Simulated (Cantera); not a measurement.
An adiabatic, constant-volume homogeneous reactor starts with CH₄ : O₂ : N₂ = 1 : 2.56 : 9.64 (molar parts), at 1475 K and 0.340 bar. Integrator tolerance rtol = 1e-08.

Model: GRI-Mech 3.0 (53 species, 325 reactions), integrated in Cantera.

### Question
What does this change do: 0.6 parts H2O added?

### Answer
| quantity | before | after |
|---|---|---|
| time of steepest temperature rise | 3.07 ms | 3.32 ms |
| temperature at 3.00 s | 2721 K | 2676 K |
| equilibrium temperature | 2721 K | 2676 K |
| x(CH₄) at 3.00 s | <1e-12 (gas-phase equilibrium <1e-12) | <1e-12 (gas-phase equilibrium <1e-12) |
| x(O₂) at 3.00 s | 0.0447 (gas-phase equilibrium 0.0447) | 0.0430 (gas-phase equilibrium 0.0430) |
| x(C₂H) at 3.00 s | <1e-12 (gas-phase equilibrium <1e-12) | <1e-12 (gas-phase equilibrium <1e-12) |
| x(CO) at 3.00 s | 0.0284 (gas-phase equilibrium 0.0284) | 0.0243 (gas-phase equilibrium 0.0243) |
| x(C₂H₆) at 3.00 s | <1e-12 (gas-phase equilibrium <1e-12) | <1e-12 (gas-phase equilibrium <1e-12) |
| x(CH₂CO) at 3.00 s | <1e-12 (gas-phase equilibrium <1e-12) | <1e-12 (gas-phase equilibrium <1e-12) |
| x(CH₂) at 3.00 s | <1e-12 (gas-phase equilibrium <1e-12) | <1e-12 (gas-phase equilibrium <1e-12) |

### Question
What does this change do: pressure from 0.340 bar to 0.690 bar?

### Answer
```tsv
quantity	before	after
time of steepest temperature rise	3.07 ms	1.75 ms
temperature at 3.00 s	2721 K	2775 K
equilibrium temperature	2721 K	2775 K
x(CH₄) at 3.00 s	<1e-12 (gas-phase equilibrium <1e-12)	<1e-12 (gas-phase equilibrium <1e-12)
x(O₂) at 3.00 s	0.0447 (gas-phase equilibrium 0.0447)	0.0434 (gas-phase equilibrium 0.0434)
x(C₂H) at 3.00 s	<1e-12 (gas-phase equilibrium <1e-12)	<1e-12 (gas-phase equilibrium <1e-12)
x(CO) at 3.00 s	0.0284 (gas-phase equilibrium 0.0284)	0.0266 (gas-phase equilibrium 0.0266)
x(C₂H₆) at 3.00 s	<1e-12 (gas-phase equilibrium <1e-12)	<1e-12 (gas-phase equilibrium <1e-12)
x(CH₂CO) at 3.00 s	<1e-12 (gas-phase equilibrium <1e-12)	<1e-12 (gas-phase equilibrium <1e-12)
x(CH₂) at 3.00 s	<1e-12 (gas-phase equilibrium <1e-12)	<1e-12 (gas-phase equilibrium <1e-12)
```
